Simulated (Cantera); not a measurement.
**MgO + HCl + N2 (oxide etching and cleaning by halides)**

Charge: 1 mol MgO, 12 mol HCl, a varied amount of N2, equilibrated at 1550 K and 0.000110 bar.

Equilibrium computed with Cantera from the NASA thermochemical tables; the gas is ideal and each condensed phase is pure. Candidate condensed phases: H2O, Mg, MgCl2, MgO, Mg(OH)2, NH4Cl; 38 gas species. Rates play no part.

| n(N2) (mol) | x N2 | x HCl | x MgCl2 | x H2O | x Cl | n MgO(s) |
|---|---|---|---|---|---|---|
| 1.3 | 0.0968 | 0.742 | 0.0666 | 0.0666 | 0.0186 | 0.105 |
| 1.9 | 0.135 | 0.710 | 0.0637 | 0.0637 | 0.0180 | 0.105 |
| 2.7 | 0.182 | 0.671 | 0.0603 | 0.0602 | 0.0174 | 0.106 |
| 3.9 | 0.243 | 0.620 | 0.0557 | 0.0557 | 0.0165 | 0.106 |
| 5.7 | 0.320 | 0.557 | 0.0500 | 0.0500 | 0.0153 | 0.107 |
| 8.3 | 0.406 | 0.486 | 0.0436 | 0.0436 | 0.0140 | 0.108 |
| 12 | 0.497 | 0.411 | 0.0369 | 0.0368 | 0.0125 | 0.109 |
| 18 | 0.597 | 0.328 | 0.0295 | 0.0294 | 0.0108 | 0.111 |
| 26 | 0.681 | 0.259 | 0.0232 | 0.0232 | 0.00921 | 0.113 |
| 37 | 0.752 | 0.200 | 0.0180 | 0.0180 | 0.00777 | 0.115 |
| 54 | 0.815 | 0.148 | 0.0133 | 0.0133 | 0.00637 | 0.117 |
x: gas mole fraction; n: condensed amount in mol.

From 1.3 mol N2 to 54 mol N2 the condensed part is MgO(s). The main Mg-bearing gas is MgCl2 throughout.
